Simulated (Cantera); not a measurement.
A freely propagating, adiabatic, planar premixed flame of 22.8 % H₂, 16.1 % O₂, 61.1 % N₂, equivalence ratio 0.71, unburnt at 325 K and 4.40 bar; mixture-averaged transport, grid criteria slope 0.08 and curve 0.16, no radiation.

Detailed kinetics in Cantera: the H2/O2 subset of GRI-Mech 3.0, which has no nitrogen chemistry. The hydrogen kinetics of GRI-Mech 3.0 are dated; newer H2 mechanisms differ, most at raised pressure. Burning velocities carry a grid error of a few per cent, more on coarse grids.

**Question.** Predict: laminar burning velocity; thermal thickness; peak x(OH); peak x(HO₂); peak x(H); peak x(H₂O₂).

**Answer.** 
```json
{
  "laminar_burning_velocity": "84.7 cm/s",
  "thermal_thickness": "0.0749 mm",
  "peak x(OH)": "0.00749",
  "peak x(HO₂)": "0.000783",
  "peak x(H)": "0.00463",
  "peak x(H₂O₂)": "0.000181"
}
```
